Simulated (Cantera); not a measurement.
Premixed flame

A freely propagating, adiabatic, planar premixed flame of H2 : O2 : N2 : H2O = 1 : 0.238 : 0.895 : 0.0063 (molar parts), unburnt at 625 K and 1280 Torr; mixture-averaged transport, grid criteria slope 0.08 and curve 0.16, no radiation.

Computed with Cantera and the H2/O2 subset of GRI-Mech 3.0, which has no nitrogen chemistry. Burning velocities carry a grid error of a few per cent, more on coarse grids.

```csv
z (mm),T (K),u (m/s),x H2,x O2,x O,x H2O2,x HO2,x H
-0.699,625,9.90,0.467,0.111,<1e-8,<1e-8,<1e-8,<1e-8
-0.466,625,9.90,0.467,0.111,<1e-8,<1e-8,<1e-8,<1e-8
-0.350,625,9.90,0.467,0.111,<1e-8,<1e-8,<1e-8,<1e-8
-0.233,625,9.90,0.467,0.111,<1e-8,<1e-8,1.28e-6,1.25e-7
-0.117,651,10.3,0.463,0.111,1.43e-5,4.33e-6,0.000318,0.000337
-0.0583,870,13.4,0.432,0.105,0.000328,1.19e-5,0.000236,0.00815
0,1265,18.9,0.340,0.0703,0.00274,3.11e-6,0.000104,0.0439
0.0583,1548,23.0,0.254,0.0209,0.00317,1.34e-6,2.99e-5,0.0779
0.117,1673,24.7,0.230,0.00450,0.00181,7.62e-7,6.20e-6,0.0828
0.233,1788,26.2,0.232,0.000715,0.00118,4.61e-7,1.00e-6,0.0725
0.466,1903,27.6,0.241,0.000368,0.000835,2.64e-7,5.37e-7,0.0570
0.932,2015,29.0,0.250,0.000213,0.000501,1.39e-7,3.26e-7,0.0415
1.86,2109,30.1,0.258,0.000105,0.000252,6.98e-8,1.76e-7,0.0281
```
x: mole fraction of selected species; z is measured from the peak of heat release.

```yaml
laminar_burning_velocity: 990 cm/s
thermal_thickness: 0.233 mm
peak x(O): 0.00360
peak x(H2O2): 1.24e-5
peak x(HO2): 0.000365
peak x(H): 0.0832
```
